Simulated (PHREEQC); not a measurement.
# Copper plating or etch bath (model solution)

Consider water at 25 °C with 0.46 mol/kgw CuCl2, 0.00022 mol/kgw HCl and 0.0012 mol/kgw H3BO3. Closed to the air; pH follows from the charge balance.

Model: ion-association model, phreeqc.dat, run in PHREEQC.

This is a speciation only: nothing precipitates in the calculation.

Task: What pH, ionic strength, activity of water does the model give?

Result: pH 3.73; ionic strength 1.07 mol/kgw; activity of water 0.979.

Task: In which forms is Cl present?

Result: Cl- 82 %, CuCl+ 14 %, CuCl2 3.3 % of the Cl.

Ionic strength above about 0.7 mol/kgw puts this run outside the model's range.
